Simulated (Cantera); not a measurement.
Boron, boron nitride and boron oxide: BF₃ + O₂ + H₂

Feed: 1 mol BF₃, 4.2 mol O₂, a varied amount of H₂, held at 1250 K and 1.00 bar.

Cantera equilibrium calculation (NASA polynomials, part measured and part estimated; ideal gas, pure solids and liquids). Candidate condensed phases: B, B₂O₃, B₃O₃H₃, H₂O; 43 gas species. Gases not in the tables: H₃BO₃. Kinetics and transport are ignored.

```csv
n(H₂) (mol),x O₂,x H₂O,x H₂,x HF,x BF₃,x B₃O₃F₃,x (HBO₂)₃,x BOF,n B₂O₃(l)
0.32,0.744,0.0237,9.49e-10,0.0702,0.149,0.0110,1.43e-5,0.00187,0
0.48,0.716,0.0429,1.75e-9,0.0873,0.137,0.0137,5.47e-5,0.00201,0
0.72,0.677,0.0737,3.09e-9,0.106,0.124,0.0164,0.000188,0.00213,0
1.1,0.620,0.121,5.30e-9,0.130,0.111,0.0150,0.000411,0.00207,0.0297
1.6,0.552,0.182,8.45e-9,0.152,0.0976,0.0132,0.000757,0.00199,0.0621
2.4,0.455,0.273,1.40e-8,0.176,0.0813,0.0110,0.00139,0.00187,0.100
3.5,0.341,0.386,2.28e-8,0.194,0.0651,0.00879,0.00234,0.00173,0.136
5.2,0.198,0.534,4.14e-8,0.206,0.0480,0.00649,0.00381,0.00157,0.170
7.8,0.0319,0.715,1.38e-7,0.208,0.0320,0.00432,0.00590,0.00137,0.192
12,<1e-12,0.545,0.270,0.156,0.0200,0.00270,0.00393,0.00117,0.218
17,<1e-12,0.395,0.469,0.116,0.0135,0.00183,0.00242,0.00103,0.240
26,<1e-12,0.264,0.643,0.0806,0.00825,0.00111,0.00132,0.000871,0.263
```
x: gas mole fraction; n: condensed amount in mol.

From 0.32 mol H₂ to 0.72 mol H₂ nothing is condensed. From 1.1 mol H₂ to 26 mol H₂ the condensed part is B₂O₃(l).
